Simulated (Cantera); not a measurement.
Input (Python, Cantera):

```python
import numpy as np
import cantera as ct

gas = ct.Solution("h2o2.yaml")
gas.TPX = 1198, 100000, {'H2': 0.58, 'O2': 1, 'N2': 7.8}
reactor = ct.IdealGasConstPressureReactor(gas, energy="off", clone=False)
net = ct.ReactorNet([reactor])
net.rtol, net.atol = 1e-08, 1e-18
show = ['H2', 'O2', 'H2O2', 'H2O', 'OH', 'H', 'O']
times = np.geomspace(0.0002, 20, 13)

steps = ct.SolutionArray(gas, extra=["t"])
rows = []
print(f"{'t/s':>10s}{'T/K':>9s}{'P/Pa':>11s}" + "".join(f"{s:>11s}" for s in show))
for t in times:
    while net.time < t:
        t_next = net.step()
        steps.append(gas.state, t=t_next)
    rows.append([np.interp(t, steps.t, y) for y in (steps.T, steps.P, *steps(*show).X.T)])
    print(f"{t:10.3e}{rows[-1][0]:9.1f}{rows[-1][1]:11.4g}" + "".join(f"{x:11.3e}" for x in rows[-1][2:]))
rate = np.gradient(steps.T, steps.t)
print("integrator steps:", len(steps.t))
if steps.T.max() > steps.T[0] + 200:
    print(f"time of steepest temperature rise: {steps.t[rate.argmax()]:.4e} s")
gas.TPX = 1198, 100000, {'H2': 0.58, 'O2': 1, 'N2': 7.8}
gas.equilibrate("TP")
print(f"equilibrium (TP): T = {gas.T:.1f} K  " + "  ".join(f"{s} {gas[s].X[0]:.3e}" for s in show))
```

Result:

```
       t/s      T/K       P/Pa         H2         O2       H2O2        H2O         OH          H          O
 2.000e-04   1198.0      1e+05  1.366e-03  7.814e-02  3.925e-06  6.169e-02  7.580e-04  4.854e-04  8.599e-04
 5.220e-04   1198.0      1e+05  1.843e-04  7.810e-02  1.146e-06  6.351e-02  1.726e-04  1.073e-05  7.336e-05
 1.363e-03   1198.0      1e+05  3.191e-05  7.810e-02  3.287e-07  6.373e-02  7.099e-05  7.185e-07  1.156e-05
 3.557e-03   1198.0      1e+05  4.406e-06  7.810e-02  9.864e-08  6.378e-02  3.396e-05  6.196e-08  2.363e-06
 9.283e-03   1198.0      1e+05  4.953e-07  7.810e-02  3.058e-08  6.380e-02  1.742e-05  6.862e-09  6.005e-07
 2.423e-02   1198.0      1e+05  8.008e-08  7.811e-02  1.026e-08  6.380e-02  9.629e-06  1.094e-09  1.844e-07
 6.325e-02   1198.0      1e+05  2.315e-08  7.811e-02  3.734e-09  6.380e-02  5.655e-06  2.233e-10  6.412e-08
 1.651e-01   1198.0      1e+05  8.410e-09  7.811e-02  1.457e-09  6.380e-02  3.473e-06  5.371e-11  2.433e-08
 4.309e-01   1198.0      1e+05  3.926e-09  7.811e-02  6.582e-10  6.381e-02  2.304e-06  1.749e-11  1.076e-08
 1.125e+00   1198.0      1e+05  2.883e-09  7.811e-02  4.391e-10  6.381e-02  1.867e-06  1.065e-11  7.083e-09
 2.936e+00   1198.0      1e+05  2.801e-09  7.811e-02  4.197e-10  6.381e-02  1.823e-06  1.013e-11  6.758e-09
 7.662e+00   1198.0      1e+05  2.801e-09  7.811e-02  4.196e-10  6.381e-02  1.823e-06  1.013e-11  6.757e-09
 2.000e+01   1198.0      1e+05  2.801e-09  7.811e-02  4.196e-10  6.381e-02  1.823e-06  1.013e-11  6.757e-09
integrator steps: 1570
equilibrium (TP): T = 1198.0 K  H2 2.801e-09  O2 7.811e-02  H2O2 4.196e-10  H2O 6.381e-02  OH 1.823e-06  H 1.013e-11  O 6.757e-09
```

Model: the H2/O2 subset of GRI-Mech 3.0, which has no nitrogen chemistry, integrated in Cantera. The temperature is held fixed by assumption; the heat of reaction is taken as removed at once.
